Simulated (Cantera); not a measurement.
Feed: 1 mol AlCl3, 1.8 mol HCl, 15 mol N2, held at 1527 °C and 0.100 bar.

These are equilibrium values from Cantera (NASA tables, ideal gas, pure condensed phases), not measurements of a reactor. Candidate condensed phases: Al, AlCl3, AlN, NH4Cl; 20 gas species. The tables' values for AlCl2 are old estimates; treat these amounts as uncertain. Rates play no part.

Base state: N2 0.841, HCl 0.0994, AlCl3 0.0544, Cl 0.00320, AlCl2 0.00149, H2 0.000725, AlCl 0.000125, H 3.05e-5 (mole fractions); condensed: gas only.

### Question
What changes in the equilibrium state with this change: temperature from 1527 °C to 750 °C?

### Answer
| species | before | after |
|---|---|---|
| N2 | 0.841 | 0.843 |
| HCl | 0.0994 | 0.101 |
| AlCl3 | 0.0544 | 0.0561 |
| Cl | 0.00320 | 1.18e-6 |
| AlCl2 | 0.00149 | 1.86e-9 |
| AlCl | 0.000125 | <1e-9 |
| H | 3.05e-5 | <1e-9 |
| H2 | 0.000725 | 1.06e-6 |

### Question
What changes in the equilibrium state with this change: temperature from 1527 °C to 1677 °C?

### Answer
```csv
species,before,after
N2,0.841,0.836
HCl,0.0994,0.0983
AlCl3,0.0544,0.0503
Cl,0.00320,0.00845
AlCl,0.000125,0.000898
H,3.05e-5,0.000115
```

### Question
What changes in the equilibrium state with this change: temperature from 1527 °C to 527 °C?

### Answer
```json
[
 {"species": "N2", "before": "0.841", "after": "0.844"},
 {"species": "HCl", "before": "0.0994", "after": "0.101"},
 {"species": "AlCl3", "before": "0.0544", "after": "0.0543"},
 {"species": "Cl", "before": "0.00320", "after": "5.22e-9"},
 {"species": "AlCl2", "before": "0.00149", "after": "<1e-9"},
 {"species": "AlCl", "before": "0.000125", "after": "<1e-9"}
]
```
